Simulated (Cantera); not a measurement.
An isothermal, constant-pressure homogeneous reactor starts with 25.4 % H₂, 16.9 % O₂, 57.6 % N₂, at 1048 K and 1.00 bar.

Detailed kinetics in Cantera: the H2/O2 subset of GRI-Mech 3.0, which has no nitrogen chemistry. The temperature is held fixed by assumption; the heat of reaction is taken as removed at once.

x: mole fraction; the columns are a selection and need not sum to one.

```tsv
t (s)	x H₂	x O₂	x OH	x O	x H₂O₂	x H₂O
1.00e-5	0.254	0.169	8.64e-11	2.23e-10	2.67e-12	1.49e-9
2.77e-5	0.254	0.169	9.67e-10	[?]	4.70e-11	3.15e-8
7.65e-5	0.254	0.169	3.07e-7	[?]	1.71e-8	1.14e-5
0.000211	0.0494	0.0719	0.000514	[?]	1.11e-5	0.233
0.000585	0.0298	0.0626	4.25e-6	[?]	5.20e-5	0.257
0.00162	0.0289	0.0622	1.70e-6	[?]	9.41e-5	0.258
0.00447	0.0260	0.0608	2.41e-6	[?]	0.000123	0.261
0.0124	0.0189	0.0574	2.32e-6	[?]	0.000105	0.270
0.0342	0.00881	0.0527	1.89e-6	[?]	5.56e-5	0.281
0.0946	0.00201	0.0495	1.15e-6	[?]	1.13e-5	0.289
0.262	0.000324	0.0487	4.15e-7	[?]	7.65e-7	0.291
0.723	5.82e-5	0.0486	1.54e-7	[?]	4.69e-8	0.291
2.00	7.34e-6	0.0485	8.31e-8	2.05e-10	2.32e-9	0.291
```

Q: Complete the blanks.

A: 
- 2.77e-5, x O: 2.55e-9
- 7.65e-5, x O: 7.90e-7
- 0.000211, x O: 0.000420
- 0.000585, x O: 3.60e-6
- 0.00162, x O: 1.42e-6
- 0.00447, x O: 1.86e-6
- 0.0124, x O: 1.63e-6
- 0.0342, x O: 1.04e-6
- 0.0946, x O: 3.08e-7
- 0.262, x O: 2.85e-8
- 0.723, x O: 2.35e-9
